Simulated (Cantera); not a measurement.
Input (Python, Cantera) and output of one run.

```python
import numpy as np
import cantera as ct

gas_names = """
    F F2 H HF H2 H2F2 H3F3 H4F4 H5F5 H6F6 H7F7 N NF NF2 NF3 NH NH2 NH3 N2 N2H2 N2H4 Si SiF SiF2 SiF3
    SiF4 SiH SiHF3 SiH2 SiH2F2 SiH3 SiH3F SiH4 SiN Si2 Si2N Si3
""".split()
cond_names = """
    Si(cr) Si(L) Si3N4(a)
""".split()


# ... load() reads the species with a 1 bar reference pressure and builds the phases ...
atoms = {
    'SiF4': {'Si': 1, 'F': 4},
    'NH3': {'N': 1, 'H': 3},
    'N2': {'N': 2},
}
top_T = {'Si3N4(a)': 2400}  # K; cautious upper limits of use, not melting points


# ... equilibrate(T, P, feed) seeds the gas with the atoms and calls Mixture.equilibrate('TP', solver="vcs", rtol=1e-11, max_steps=5000) ...
results = []
P = 340  # Pa
for T in [1125, 1175, 1225, 1275, 1325, 1375, 1425, 1475, 1525]:
    for m in [0.56, 0.7, 0.87, 1.1, 1.3, 1.7, 2.1, 2.6, 3.2, 4, 4.9, 6.1]:
        feed = {'SiF4': 1, 'NH3': m, 'N2': 27}  # mol
        mix = equilibrate(T, P, feed)
        results.append((T, P, feed, dict(zip(mix.species_names, mix.species_moles))))

for T, P, feed, n in results:
    print(f"{T:7g} {feed['NH3']:10.4g}  " + (" + ".join(c for c in cond_names if n.get(c, 0) > 1e-12) or "gas only"))
```

Result:

```
   1125       0.56  Si3N4(a)
   1125        0.7  Si3N4(a)
   1125       0.87  Si3N4(a)
   1125        1.1  Si3N4(a)
   1125        1.3  Si3N4(a)
   1125        1.7  Si3N4(a)
   1125        2.1  Si3N4(a)
   1125        2.6  Si3N4(a)
   1125        3.2  Si3N4(a)
   1125          4  Si3N4(a)
   1125        4.9  Si3N4(a)
   1125        6.1  Si3N4(a)
   1175       0.56  Si3N4(a)
   1175        0.7  Si3N4(a)
   1175       0.87  Si3N4(a)
   1175        1.1  Si3N4(a)
   1175        1.3  Si3N4(a)
   1175        1.7  Si3N4(a)
   1175        2.1  Si3N4(a)
   1175        2.6  Si3N4(a)
   1175        3.2  Si3N4(a)
   1175          4  Si3N4(a)
   1175        4.9  Si3N4(a)
   1175        6.1  Si3N4(a)
   1225       0.56  Si3N4(a)
   1225        0.7  Si3N4(a)
   1225       0.87  Si3N4(a)
   1225        1.1  Si3N4(a)
   1225        1.3  Si3N4(a)
   1225        1.7  Si3N4(a)
   1225        2.1  Si3N4(a)
   1225        2.6  Si3N4(a)
   1225        3.2  Si3N4(a)
   1225          4  Si3N4(a)
   1225        4.9  Si3N4(a)
   1225        6.1  Si3N4(a)
   1275       0.56  gas only
   1275        0.7  gas only
   1275       0.87  gas only
   1275        1.1  Si3N4(a)
   1275        1.3  Si3N4(a)
   1275        1.7  Si3N4(a)
   1275        2.1  Si3N4(a)
   1275        2.6  Si3N4(a)
   1275        3.2  Si3N4(a)
   1275          4  Si3N4(a)
   1275        4.9  Si3N4(a)
   1275        6.1  Si3N4(a)
   1325       0.56  gas only
   1325        0.7  gas only
   1325       0.87  gas only
   1325        1.1  gas only
   1325        1.3  gas only
   1325        1.7  gas only
   1325        2.1  gas only
   1325        2.6  gas only
   1325        3.2  Si3N4(a)
   1325          4  Si3N4(a)
   1325        4.9  Si3N4(a)
   1325        6.1  Si3N4(a)
   1375       0.56  gas only
   1375        0.7  gas only
   1375       0.87  gas only
   1375        1.1  gas only
   1375        1.3  gas only
   1375        1.7  gas only
   1375        2.1  gas only
   1375        2.6  gas only
   1375        3.2  gas only
   1375          4  gas only
   1375        4.9  gas only
   1375        6.1  gas only
   1425       0.56  gas only
   1425        0.7  gas only
   1425       0.87  gas only
   1425        1.1  gas only
   1425        1.3  gas only
   1425        1.7  gas only
   1425        2.1  gas only
   1425        2.6  gas only
   1425        3.2  gas only
   1425          4  gas only
   1425        4.9  gas only
   1425        6.1  gas only
   1475       0.56  gas only
   1475        0.7  gas only
   1475       0.87  gas only
   1475        1.1  gas only
   1475        1.3  gas only
   1475        1.7  gas only
   1475        2.1  gas only
   1475        2.6  gas only
   1475        3.2  gas only
   1475          4  gas only
   1475        4.9  gas only
   1475        6.1  gas only
   1525       0.56  gas only
   1525        0.7  gas only
   1525       0.87  gas only
   1525        1.1  gas only
   1525        1.3  gas only
   1525        1.7  gas only
   1525        2.1  gas only
   1525        2.6  gas only
   1525        3.2  gas only
   1525          4  gas only
   1525        4.9  gas only
   1525        6.1  gas only
```

These are equilibrium values from Cantera (NASA tables, ideal gas, pure condensed phases), not measurements of a reactor. The tables' values for SiF2, SiF3 are old estimates.
